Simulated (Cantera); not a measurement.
A closed system holds: 1 mol B2H6, 33 mol H2, 2.2 mol N2, equilibrated at 1527 °C and 13.3 mbar.

Method: chemical equilibrium by Gibbs-energy minimisation in Cantera with the NASA 1993 tables (ideal gas, pure condensed phases). Candidate condensed phases: B, BN; 15 gas species. The feed counts by its element totals alone. The tables' values for BH2 are old estimates; treat these amounts as uncertain. Rates play no part.

What is the equilibrium state?


| Item | Value |
|---|---|
| x(H2) | 0.965 |
| x(N2) | 0.0322 |
| x(H) | 0.00305 |
| x(BH2) | 1.25e-5 |
| n(BN(s)) | 2.00 mol |
| gas amount | 37.26 mol |
| log10 activity of B(s) (absent) | -1.00 |
